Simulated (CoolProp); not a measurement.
R1123 along the isotherm 415.7 K: Z from the reference equation and from simpler models built on Tc = 331.7 K, pc = 4549 kPa, ω = 0.243; each cubic takes its own stable root.

Computed with CoolProp (reference Helmholtz-energy equation of state, Akasaka 2020).

```csv
p (kPa),phase,reference,van der Waals,Redlich-Kwong,Soave-Redlich-Kwong,Peng-Robinson
63.2,gas,0.9978,0.9976,0.9976,0.9979,0.9975
102,gas,0.9965,0.9962,0.9961,0.9966,0.9960
165,gas,0.9943,0.9938,0.9937,0.9945,0.9935
267,gas,0.9908,0.9900,0.9898,0.9912,0.9894
431,gas,0.9851,0.9838,0.9834,0.9857,0.9829
696,gas,0.9759,0.9737,0.9732,0.9769,0.9725
1120,gas,[?],[?],0.9566,0.9628,0.9557
1820,gas,0.9362,0.9292,0.9290,0.9395,0.9283
2940,gas,0.8959,0.8820,0.8840,0.9022,0.8849
4740,supercritical,0.8304,0.7992,[?],0.8434,0.8178
7660,supercritical,0.7283,0.6538,0.6971,0.7586,0.7241
12400,supercritical,0.6284,0.6056,[?],0.6943,0.6525
20000,supercritical,0.6856,0.7766,0.7014,0.7594,0.7025
```

**Question.** Complete the blanks.

**Answer.** 
- 1120, reference: 0.9610
- 1120, van der Waals: 0.9572
- 4740, Redlich-Kwong: 0.8104
- 12400, Redlich-Kwong: 0.6168
